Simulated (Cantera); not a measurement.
Input: 1 mol SiC, 0.16 mol C, 8 mol H2, held at 2923 K and 0.0100 bar.

Cantera equilibrium calculation (NASA polynomials, part measured and part estimated; ideal gas, pure solids and liquids). Candidate condensed phases: C, C6H6, C7H8, C8H18, Si, SiC; 87 gas species. Kinetics and transport are ignored.

Base state: H 0.640, H2 0.267, Si 0.0519, SiC2 0.0217, C2H2 (acetylene) 0.00763, C3 0.00590, C2H 0.00281, C 0.00182 (mole fractions); condensed: gas only.

What changes in the equilibrium state with this change: pressure from 0.0100 bar to 2.60 bar?


| species | before | after |
|---|---|---|
| H2 | 0.267 | 0.861 |
| H | 0.640 | 0.0713 |
| C2H2 (acetylene) | 0.00763 | 0.0227 |
| Si | 0.0519 | 0.0208 |
| SiC2 | 0.0217 | 0.00803 |
| Si3 | 1.89e-8 | 8.24e-5 |
| CH4 | 4.59e-8 | 0.000119 |
| C2H4 | 4.12e-9 | 1.03e-5 |
| SiH2 | 7.32e-6 | 0.00246 |
| C5 | 4.92e-5 | 1.55e-7 |
| SiC(s), mol | 0 | 0.545 |
Gases not in the tables: Si2H6 and higher silanes.

What changes in the equilibrium state with this change: temperature from 2923 K to 2798.15 K?


```
species             before     after
----------------  --------  --------
H                    0.640     0.508
H2                   0.267     0.391
Si                  0.0519    0.0529
SiC2                0.0217    0.0278
C2H2 (acetylene)   0.00763    0.0123
C                  0.00182  0.000629
C2                0.000777  0.000286
Si2C              0.000185  0.000493
C4                 1.21e-5   5.09e-6
```
Gases not in the tables: Si2H6 and higher silanes.
